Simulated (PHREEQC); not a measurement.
Solution A (0.28 mol KBr per kg of water) is mixed with solution B (0.0099 mol K2CO3 and 8.1e-06 mol H4SiO4 per kg of water) at 20 °C; shares are by mass of water, 1 kg in all. No CO2 enters from the air. The run lets Kalicinite, SiO2(a) precipitate or redissolve, and no other solid.

All values are PHREEQC results (Pitzer model, pitzer.dat), not measurements.

```
share of solution B     pH  H3SiO4- (mol/kgw)  CO3-2 (mol/kgw)  HCO3- (mol/kgw)
-------------------  -----  -----------------  ---------------  ---------------
0                     7.07                  0                0                0
0.1                  10.41            6.72e-7         0.000749         0.000241
0.2                  10.59            1.42e-6          0.00162         0.000360
0.3                  10.69         (withheld)       (withheld)       (withheld)
0.4                  10.77         (withheld)          0.00342       (withheld)
0.5                  10.83         (withheld)          0.00433         0.000618
0.6                  10.89         (withheld)          0.00525         0.000694
0.7                  10.94            5.25e-6          0.00616         0.000771
0.8                  10.99            6.03e-6          0.00707         0.000850
0.9                  11.05            6.82e-6       (withheld)         0.000939
1                    11.11            7.62e-6          0.00885          0.00105
```

Q: Some entries are withheld; supply them.

A: 
- 0.3, H3SiO4- (mol/kgw): 2.17e-6
- 0.3, CO3-2 (mol/kgw): 0.00252
- 0.3, HCO3- (mol/kgw): 0.000455
- 0.4, H3SiO4- (mol/kgw): 2.94e-6
- 0.4, HCO3- (mol/kgw): 0.000539
- 0.5, H3SiO4- (mol/kgw): 3.71e-6
- 0.6, H3SiO4- (mol/kgw): 4.48e-6
- 0.9, CO3-2 (mol/kgw): 0.00797

Complexes and solids missing from the database can't appear.
